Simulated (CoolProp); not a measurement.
The fluid at 298.15 K and 0.629 MPa flows at 1.8 m/s in a round tube of 50 mm bore and 0.25 µm roughness, fully developed (64/Re and Nu = 3.66 if laminar; Colebrook and Gnielinski if turbulent). The same conditions are run with several fluids, on thermodynamics alone (safety and materials aside).

Values from CoolProp's reference Helmholtz-energy equation of state of each fluid (R236EA: Rui 2013; n-octane: Beckmüller 2019; isobutane: Bücker 2006; n-hexane: Thol 2019; R142b: Lemmon 2006).

```json
[
 {"fluid": "R236EA", "Reynolds number": "333000", "Darcy friction factor": "0.0142", "pressure drop (Pa/m)": "659", "heat-transfer coefficient (W/(m² K))": "2550", "mass flow (kg/h)": "18200"},
 {"fluid": "n-octane", "Reynolds number": "122000", "Darcy friction factor": "0.0173", "pressure drop (Pa/m)": "392", "heat-transfer coefficient (W/(m² K))": "2000", "mass flow (kg/h)": "8890"},
 {"fluid": "isobutane", "Reynolds number": "327000", "Darcy friction factor": "0.0143", "pressure drop (Pa/m)": "255", "heat-transfer coefficient (W/(m² K))": "2330", "mass flow (kg/h)": "7010"},
 {"fluid": "n-hexane", "Reynolds number": "197000", "Darcy friction factor": "0.0157", "pressure drop (Pa/m)": "334", "heat-transfer coefficient (W/(m² K))": "2360", "mass flow (kg/h)": "8340"},
 {"fluid": "R142b", "Reynolds number": "433000", "Darcy friction factor": "0.0136", "pressure drop (Pa/m)": "489", "heat-transfer coefficient (W/(m² K))": "2570", "mass flow (kg/h)": "14200"}
]
```

Transport values come from each fluid's own correlations; those of R236EA, R142b are estimates that may be off by 10 % or more.
